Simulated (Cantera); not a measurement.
An adiabatic, constant-volume homogeneous reactor starts with H2 : O2 : N2 = 1 : 0.538 : 2.02 (molar parts), equivalence ratio 0.93, at 1648 K and 750 Torr.

Model: GRI-Mech 3.0 (53 species, 325 reactions), integrated in Cantera. Above 3000 K some thermodynamic fits are extrapolated.

### Question
Predict: time of steepest temperature rise; temperature at 1.00 s; equilibrium temperature; x(H2) at 1.00 s; x(O2) at 1.00 s; x(H) at 1.00 s; x(N2O) at 1.00 s; x(H2O2) at 1.00 s; x(OH) at 1.00 s; x(NO) at 1.00 s.

### Answer
- time of steepest temperature rise = 8.39 µs
- temperature at 1.00 s = 2996 K
- equilibrium temperature = 2996 K
- x(H2) at 1.00 s = 0.0519 (gas-phase equilibrium 0.0519)
- x(O2) at 1.00 s = 0.0216 (gas-phase equilibrium 0.0216)
- x(H) at 1.00 s = 0.0277 (gas-phase equilibrium 0.0277)
- x(N2O) at 1.00 s = 8.68e-7 (gas-phase equilibrium 8.68e-7)
- x(H2O2) at 1.00 s = 7.23e-7 (gas-phase equilibrium 7.23e-7)
- x(OH) at 1.00 s = 0.0391 (gas-phase equilibrium 0.0391)
- x(NO) at 1.00 s = 0.0135 (gas-phase equilibrium 0.0135)
